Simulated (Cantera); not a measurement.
A perfectly stirred reactor is fed with N2O : N2 = 1 : 6.7 (molar parts), at 0.300 bar; it is held at 1125 K, and followed from long to short residence time.

Detailed kinetics in Cantera: GRI-Mech 3.0 (53 species, 325 reactions). GRI-Mech 3.0 was tuned for natural gas; its chemistry of N2O as a main component is partial and can be far from experiment. The mechanism lacks the step 2 NO + O2 → 2 NO2, which can matter for NO2 below about 1400 K. The temperature is held fixed by assumption; the heat of reaction is taken as removed at once.

x: mole fraction; the columns are a selection and need not sum to one.

| τ (s) | x N2O | x NO | x N2 | x O2 | x O | x NO2 |
|---|---|---|---|---|---|---|
| 7.3 | 0.0998 | 0.00209 | 0.885 | 0.0130 | 4.87e-7 | 8.00e-6 |
| 2.9 | 0.116 | ? | 0.877 | ? | 5.03e-7 | ? |
| 1.2 | 0.124 | 0.000446 | 0.873 | 0.00271 | 5.10e-7 | 1.56e-6 |
| 0.46 | 0.127 | 0.000178 | 0.871 | 0.00107 | 5.13e-7 | 5.31e-7 |
| 0.19 | 0.129 | 7.43e-5 | 0.871 | 0.000449 | 5.14e-7 | 1.67e-7 |
| 0.074 | 0.129 | 2.91e-5 | 0.870 | 0.000175 | 5.14e-7 | 3.93e-8 |
| 0.030 | 0.130 | ? | 0.870 | ? | 5.12e-7 | ? |
| 0.012 | 0.130 | 4.67e-6 | 0.870 | 2.82e-5 | 5.07e-7 | 1.42e-9 |
| 0.0047 | 0.130 | 1.79e-6 | 0.870 | 1.08e-5 | 4.94e-7 | 2.18e-10 |

Complete the blanks.


- 2.9, x NO: 0.000997
- 2.9, x O2: 0.00610
- 2.9, x NO2: 3.71e-6
- 0.030, x NO: 1.18e-5
- 0.030, x O2: 7.10e-5
- 0.030, x NO2: 8.10e-9
